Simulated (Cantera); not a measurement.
Feed: 1 mol Pb, 0.0079 mol O2, 2.3 mol CO, equilibrated at 0.0750 Torr.

Equilibrium computed with Cantera from the NASA thermochemical tables; the gas is ideal and each condensed phase is pure. Candidate condensed phases: C, Pb, PbO, PbO2, Pb3O4; 15 gas species. Equilibrium is a limit: real reactors are often held back by kinetics, nucleation or transport.

x: gas mole fraction; n: condensed amount in mol.

```
T (K)   x CO     x Pb    x CO2     x PbO  x Pb2  n Pb(l)
-----  -----  -------  -------  --------  -----  -------
873    0.987  0.00636  0.00683  5.43e-12    [?]    0.985
948    0.946   0.0479  0.00654  2.27e-10    [?]    0.884
1023   0.728    0.267  0.00504   5.44e-9    [?]    0.164
1098   0.692    0.303  0.00479   2.17e-8    [?]        0
1173   0.692    0.303  0.00479   6.48e-8    [?]        0
1248   0.692    0.303  0.00479   1.69e-7    [?]        0
1323   0.692    0.303  0.00479   3.95e-7    [?]        0
1398   0.692    0.303  0.00479   8.41e-7    [?]        0
1473   0.692    0.303  0.00479   1.65e-6    [?]        0
```

Q: Complete the blanks.

A: 
- 873, x Pb2: 2.25e-9
- 948, x Pb2: 6.63e-8
- 1023, x Pb2: 1.17e-6
- 1098, x Pb2: 9.35e-7
- 1173, x Pb2: 6.12e-7
- 1248, x Pb2: 4.21e-7
- 1323, x Pb2: 3.02e-7
- 1398, x Pb2: 2.24e-7
- 1473, x Pb2: 1.72e-7
